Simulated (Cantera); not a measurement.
Catalytic combustion on Pt

An isothermal plug-flow reactor at 750 K and 5.00 bar (inlet), inlet velocity 0.7 m/s, active area per volume 8500 1/m; feed 0.574 % CO, 4.91 % O2, 94.5 % N2, equivalence ratio 0.059.

Detailed kinetics in Cantera: Deutschmann's 1995 Pt surface mechanism with GRI-Mech 3.0 gas chemistry. Catalytic surfaces can have several steady states; this one follows from the mechanism file's or the stated starting coverage. Mass transfer to the wall is taken as infinitely fast.

```json
[
 {"z (m)": "0.00039", "x CO": "0.00137", "x O2": "0.0470", "x H2O": "<1e-12", "x CO2": "0.00438", "θ free Pt": "0.0171", "θ O*": "0.982"},
 {"z (m)": "0.00069", "x CO": "0.00102", "x O2": "0.0468", "x H2O": "<1e-12", "x CO2": "0.00473", "θ free Pt": "0.0154", "θ O*": "0.984"},
 {"z (m)": "0.0012", "x CO": "0.000674", "x O2": "0.0466", "x H2O": "<1e-12", "x CO2": "0.00508", "θ free Pt": "0.0141", "θ O*": "0.986"},
 {"z (m)": "0.0022", "x CO": "0.000336", "x O2": "0.0465", "x H2O": "<1e-12", "x CO2": "0.00542", "θ free Pt": "0.0131", "θ O*": "0.987"},
 {"z (m)": "0.0039", "x CO": "0.000116", "x O2": "0.0464", "x H2O": "<1e-12", "x CO2": "0.00564", "θ free Pt": "0.0126", "θ O*": "0.987"},
 {"z (m)": "0.0069", "x CO": "1.96e-5", "x O2": "0.0463", "x H2O": "<1e-12", "x CO2": "0.00574", "θ free Pt": "0.0124", "θ O*": "0.988"},
 {"z (m)": "0.012", "x CO": "1.01e-6", "x O2": "0.0463", "x H2O": "<1e-12", "x CO2": "0.00576", "θ free Pt": "0.0124", "θ O*": "0.988"},
 {"z (m)": "0.022", "x CO": "3.02e-9", "x O2": "0.0463", "x H2O": "<1e-12", "x CO2": "0.00576", "θ free Pt": "0.0124", "θ O*": "0.988"},
 {"z (m)": "0.039", "x CO": "<1e-12", "x O2": "0.0463", "x H2O": "<1e-12", "x CO2": "0.00576", "θ free Pt": "0.0124", "θ O*": "0.988"}
]
```
x: gas mole fraction; θ: surface coverage.
